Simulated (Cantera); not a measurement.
Feed: 1 mol S, 0.0039 mol SO2, 4.1 mol N2, at 2298.15 K and 3.90 bar.

Equilibrium computed with Cantera from the NASA thermochemical tables; the gas is ideal and each condensed phase is pure. Candidate condensed phases: S; 17 gas species. Rates play no part.

Base state: N2 0.889, S2 0.107, S 0.00288, SO 0.00125, SO2 0.000150, S2O 0.000142, SN 4.41e-5 (mole fractions); condensed: gas only.

Task: What changes in the equilibrium state with this change: temperature from 2298.15 K to 1125 K?

Result: 
| species | before | after |
|---|---|---|
| N2 | 0.889 | 0.891 |
| S2 | 0.107 | 0.108 |
| SO2 | 0.000150 | 0.000657 |
| S | 0.00288 | 2.07e-8 |
| SN | 4.41e-5 | <1e-9 |
| SO | 0.00125 | 3.50e-6 |
Gases not in the tables: S3 to S7.

Task: What changes in the equilibrium state with this change: temperature from 2298.15 K to 3173 K?

Result: 
| species | before | after |
|---|---|---|
| N2 | 0.889 | 0.864 |
| S2 | 0.107 | 0.0762 |
| S | 0.00288 | 0.0571 |
| N | 1.83e-8 | 1.88e-5 |
| O | 2.36e-7 | 3.27e-5 |
| SO2 | 0.000150 | 8.14e-6 |
| SN | 4.41e-5 | 0.000656 |
